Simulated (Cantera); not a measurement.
Charge: 1 mol Si2Cl6, 0.45 mol NH3, a varied amount of H2, equilibrated at 0.770 bar.

Equilibrium computed with Cantera from the NASA thermochemical tables; the gas is ideal and each condensed phase is pure. Candidate condensed phases: NH4Cl, Si, Si3N4; 28 gas species. The feed counts by its element totals alone. Mutual solubility and eutectic melting of coexisting phases are not modelled. The tables' values for SiCl3 are old estimates. The numbers say what is thermodynamically allowed, not how fast it happens.

Stable condensed phases, one row left out:

```
T in °C \ n(H2) in mol
         0.94  4.2  7.6   11   14   17   21
   1252     A    A    A    B    B    B    B
   1227     A    A    A    B    B    B    B
   1202     A    A    A    B    B    B    B
   1177     A    A    B    B    B    B    B
   1152     A    A    B    B    B    B    B
   1127     A    B    B    B    B    B    B
   1077     B    B    B    B    B    B    B
   1052     B    B    B    B    B    B    B
   1027     B    B    B    B    B    B    B
   1002     B    B    B    B    B    B    B
    977     B    B    B    B    B    B    B
```

A: Si3N4; B: Si + Si3N4.

Task: Give the row for 1102 °C.

Result: 0.94: Si3N4; 4.2: Si + Si3N4; 7.6: Si + Si3N4; 11: Si + Si3N4; 14: Si + Si3N4; 17: Si + Si3N4; 21: Si + Si3N4.
